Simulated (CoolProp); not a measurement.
Vapour-liquid equilibrium of C2F6 (R116) (1) + R143a (2) at 0.746 MPa; x and y are mole fractions of (1).

Values from CoolProp's multi-fluid Helmholtz-energy mixture model, Lemmon 2006 and Lemmon and Jacobsen 2000; pair parameters Bell 2016.

| x | bubble temperature, mixture model (K) | bubble temperature, Raoult's law (K) | y, mixture model | y, Raoult's law |
|---|---|---|---|---|
| 0.05 | 272.6 | 276.2 | 0.193 | 0.134 |
| 0.2 | 259.0 | 268.2 | 0.524 | 0.433 |
| 0.35 | 251.9 | 261.6 | 0.666 | 0.630 |
| 0.5 | 248.1 | 256.0 | 0.744 | 0.765 |
| 0.65 | 245.6 | 251.3 | 0.803 | 0.862 |
| 0.8 | 243.8 | 247.2 | 0.866 | 0.932 |
| 0.95 | 242.6 | 243.6 | 0.957 | 0.985 |

The largest gap from Raoult's law is -9.7 K in bubble temperature, at x = 0.35. No azeotrope shows between x = 0.05 and 0.95.

The pair parameters rest on a limited set of measurements; away from them the model extrapolates.
